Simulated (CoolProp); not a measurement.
Properties of R141b along the isobar 0.721 MPa.

Values from CoolProp's reference Helmholtz-energy equation of state, Lemmon 2006. It is a short technical equation, of lower accuracy than the large ones.

```tsv
T (K)	phase	Z	cv (kJ/(kg K))	speed of sound (m/s)	Prandtl number	fugacity coefficient
411.7	gas	0.8994	0.8638	162.9	0.634	0.9090
417.6	gas	0.9047	0.8675	164.9	0.625	0.9133
423.5	gas	0.9096	0.8716	166.7	0.617	0.9173
429.3	gas	0.9141	0.8758	168.5	0.609	0.9210
435.2	gas	0.9183	0.8803	170.3	0.602	0.9245
441.1	gas	0.9223	0.8849	172.0	0.595	0.9278
447	gas	0.9259	0.8897	173.7	0.588	0.9309
452.9	gas	0.9294	0.8945	175.3	0.582	0.9339
458.8	gas	0.9326	0.8994	176.9	0.576	0.9367
464.7	gas	0.9356	0.9043	178.5	0.570	0.9393
470.6	gas	0.9384	0.9092	180.1	0.564	0.9418
476.4	gas	0.9411	0.9141	181.6	0.559	0.9442
482.3	gas	0.9436	0.9190	183.1	0.554	0.9464
488.2	gas	0.9460	0.9239	184.6	0.549	0.9485
494.1	gas	0.9482	0.9288	186.0	0.544	0.9506
500	gas	0.9504	0.9336	187.4	0.539	0.9525
```

Viscosity comes from a separate model (Huber 2003), an estimate that may be off by 10 % or more. Thermal conductivity comes from a separate model (Huber 2003), an estimate that may be off by 10 % or more.
